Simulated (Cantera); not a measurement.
**Premixed flame**

A freely propagating, adiabatic, planar premixed flame of 46.9 % H2, 11.2 % O2, 42.0 % N2, equivalence ratio 2.1, unburnt at 700 K and 750 Torr; multicomponent+Soret transport, grid criteria slope 0.08 and curve 0.16, no radiation.

Detailed kinetics in Cantera: the H2/O2 subset of GRI-Mech 3.0, which has no nitrogen chemistry. Burning velocities carry a grid error of a few per cent, more on coarse grids.

```tsv
z (mm)	T (K)	u (m/s)	x H2	x O2	x OH	x HO2	x H	x H2O
-1.44	700	11.2	0.469	0.112	<1e-8	<1e-8	<1e-8	<1e-8
-0.962	700	11.2	0.469	0.112	<1e-8	<1e-8	<1e-8	<1e-8
-0.721	700	11.2	0.469	0.112	<1e-8	4.16e-8	<1e-8	<1e-8
-0.481	700	11.2	0.469	0.112	<1e-8	2.67e-6	1.01e-6	3.50e-7
-0.240	720	11.4	0.463	0.112	6.40e-5	0.000182	0.000640	0.00122
-0.120	886	13.7	0.431	0.107	0.000493	0.000129	0.0104	0.0175
0	1263	19.1	0.324	0.0652	0.00252	5.82e-5	0.0588	0.104
0.120	1533	23.1	0.231	0.0136	0.00446	1.21e-5	0.0985	0.203
0.240	1647	24.7	0.216	0.00247	0.00491	2.11e-6	0.0994	0.227
0.481	1762	26.2	0.223	0.000801	0.00539	6.78e-7	0.0864	0.232
0.962	1888	27.8	0.234	0.000546	0.00555	4.51e-7	0.0693	0.234
1.92	2010	29.4	0.244	0.000341	0.00516	2.90e-7	0.0522	0.238
3.85	2119	30.7	0.253	0.000183	0.00431	1.70e-7	0.0369	0.242
```
x: mole fraction of selected species; z is measured from the peak of heat release.

```
Item                          Value
------------------------  ---------
laminar burning velocity  1120 cm/s
thermal thickness          0.481 mm
peak x(OH)                  0.00556
peak x(HO2)                0.000187
peak x(H)                     0.101
grid points                     144
```
